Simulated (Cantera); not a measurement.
# Reactions in the system H-O

Standard-state values (1 bar) from the NASA 1993 polynomials, evaluated with Cantera. Values are per mole of reaction as written; species without (g) are pure solids or liquids, kept so even where they would boil at 1 bar.

H2O2(g) = 2 H(g) + O2(g)

```tsv
T (K)	ΔH° (kJ)	ΔS° (J/K)	ΔG° (kJ)	log10 K
1548	592.3	230.9	234.9	-7.93
1648	593.1	231.4	211.8	-6.71
1748	593.8	231.8	188.7	-5.64
1848	594.5	232.1	165.5	-4.68
1948	595.1	232.5	142.3	-3.81
2048	595.6	232.7	119.0	-3.03
2148	596.1	233.0	95.7	-2.33
```

H2(g) = 2 H(g)

```csv
T (K),ΔH° (kJ),ΔS° (J/K),ΔG° (kJ),log10 K
1548,450.1,118.0,267.4,-9.02
1648,450.9,118.5,255.6,-8.10
1748,451.8,119.0,243.7,-7.28
1848,452.6,119.5,231.8,-6.55
1948,453.4,119.9,219.8,-5.89
2048,454.1,120.3,207.8,-5.30
2148,454.8,120.6,195.8,-4.76
```

6 OH(g) = 3 H2O(g) + O3(g)

| T (K) | ΔH° (kJ) | ΔS° (J/K) | ΔG° (kJ) | log10 K |
|---|---|---|---|---|
| 1548 | -832.7 | -323.1 | -332.5 | 11.22 |
| 1648 | -832.2 | -322.8 | -300.2 | 9.51 |
| 1748 | -831.4 | -322.4 | -267.9 | 8.01 |
| 1848 | -830.4 | -321.8 | -235.7 | 6.66 |
| 1948 | -829.2 | -321.2 | -203.6 | 5.46 |
| 2048 | -827.6 | -320.4 | -171.5 | 4.37 |
| 2148 | -825.8 | -319.5 | -139.5 | 3.39 |
